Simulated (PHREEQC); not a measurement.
**Brackish or sea water: speciation**

A made-up water analysis in mg/kgw, 25 °C, pH 6.5: Na 2700; K 17.8; Ca 163; Mg 75.4; Cl 4350; S(6) as SO4 367; Alkalinity as HCO3 0.132; Br 131; Li 1.48.

Valence states are taken as typed.

Computed with PHREEQC (Pitzer model, pitzer.dat).

Each row changes one thing in this solution. Precipitation was switched off in this run.

| case | HCO3- (mol/kgw) | CO2 (mol/kgw) | HSO4- (mol/kgw) | MgOH+ (mol/kgw) | CO3-2 (mol/kgw) | MgCO3 (mol/kgw) | SI of Gypsum (CaSO4:2H2O) | SI of Halite (NaCl) |
|---|---|---|---|---|---|---|---|---|
| as made | 2.55e-6 | 1.46e-6 | 3.75e-8 | 5.71e-9 | 1.17e-9 | 2.76e-10 | -1.32 | -3.67 |
| all concentrations times 3 at the same typed pH | 6.88e-6 | 3.19e-6 | 6.47e-8 | 1.24e-8 | 5.08e-9 | 1.47e-9 | -0.77 | -2.80 |
| temperature from 25 to 90 °C at the same typed pH | 4.96e-7 | 2.69e-7 | 2.37e-7 | 5.26e-7 | 3.73e-10 | 1.68e-10 | -1.21 | -3.72 |
| S(6) from 367 to 1100 mg/kgw | 2.63e-6 | 1.47e-6 | 1.10e-7 | 5.46e-9 | 1.22e-9 | 2.59e-10 | -0.90 | -3.68 |
| Br from 131 to 262 mg/kgw | 2.55e-6 | 1.46e-6 | 3.74e-8 | 5.72e-9 | 1.17e-9 | 2.76e-10 | -1.32 | -3.67 |
| pH from 6.5 to 5.5 at the same alkalinity | 6.52e-6 | 3.74e-5 | 3.75e-7 | 5.71e-10 | 2.99e-10 | 7.06e-11 | -1.32 | -3.67 |

At this temperature some constants are extrapolated from 25 °C, and those without enthalpy data are left unchanged.
